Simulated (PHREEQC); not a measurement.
**Acid mine or pickling water: speciation**

Model water analysis in mg/L, 25 °C, pH 2.16, pe 10.6: Na 15.4; K 7.91; Ca 128; Mg 1.67; Cl 74.7; S(6) as SO4 953; Zn 0.396; Cd 0.0869; Fe(3) 12.1; Pb 0.456.

Valence states are taken as typed.

Computed with PHREEQC (ion-association model, phreeqc.dat).

No solid was allowed to form.

Task: Estimate the ionic strength, specific conductance.

Result: ionic strength 0.0241 mol/kgw; specific conductance 3820 µS/cm.

Task: In which forms is Ca present?

Result: Ca+2 73 %, CaSO4 25 %, CaHSO4+ 1.3 % of the Ca.

The solution is supersaturated, for example in Hematite (slow to form), Goethite (slow to form), so a real one may precipitate; this is no full list.
